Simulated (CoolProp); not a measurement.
Values from CoolProp's reference Helmholtz-energy equation of state, Lemmon 2006. It is a short technical equation, of lower accuracy than the large ones.

Question: For neopentane, give the phase and the cv (kJ/(kg K)), speed of sound (m/s), isothermal compressibility (1/MPa) at 550 K and 6.66 bar.

Answer: 
- 550 K and 6.66 bar: gas; cv 2.68, speed of sound 250, isothermal compressibility 1.55
